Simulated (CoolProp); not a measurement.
The numbers come from the reference Helmholtz-energy equation of state, Lemmon 2006 in CoolProp. It is a short technical equation, of lower accuracy than the large ones.

**Question.** For CH3F (R41), give the phase and the cv (kJ/(kg K)), Joule-Thomson coefficient (K/MPa) at 268 K and 1.01 bar; 425 K and 1.01 bar.

**Answer.** 
- 268 K and 1.01 bar: gas; cv 0.827, Joule-Thomson coefficient 25.0
- 425 K and 1.01 bar: gas; cv 1.11, Joule-Thomson coefficient 6.72
